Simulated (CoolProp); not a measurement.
R236FA at 392.76 K and 18.2 MPa flows at 10 m/s in a round tube of 1 mm bore and 1.5 µm roughness, fully developed (64/Re and Nu = 3.66 if laminar; Colebrook and Gnielinski if turbulent). Each further row changes one setting.

The numbers come from the reference Helmholtz-energy equation of state, Pan 2012 in CoolProp.

| case | Reynolds number | Darcy friction factor | pressure drop (Pa/m) | heat-transfer coefficient (W/(m² K)) | mass flow (kg/h) |
|---|---|---|---|---|---|
| as stated | 73000 | 0.0244 | … | 25000 | 33.0 |
| velocity 20 m/s | 146000 | … | 5410000 | 48500 | … |
| diameter 2 mm | 146000 | … | … | … | … |

Question: Complete the blanks.

Answer: 
- as stated, pressure drop (Pa/m): 1420000
- velocity 20 m/s, Darcy friction factor: 0.0232
- velocity 20 m/s, mass flow (kg/h): 66.1
- diameter 2 mm, Darcy friction factor: 0.0205
- diameter 2 mm, pressure drop (Pa/m): 599000
- diameter 2 mm, heat-transfer coefficient (W/(m² K)): 22100
- diameter 2 mm, mass flow (kg/h): 132

Viscosity comes from a separate model (Huber 2003), an estimate that may be off by 10 % or more. Thermal conductivity comes from a separate model (Huber 2003), an estimate that may be off by 10 % or more.
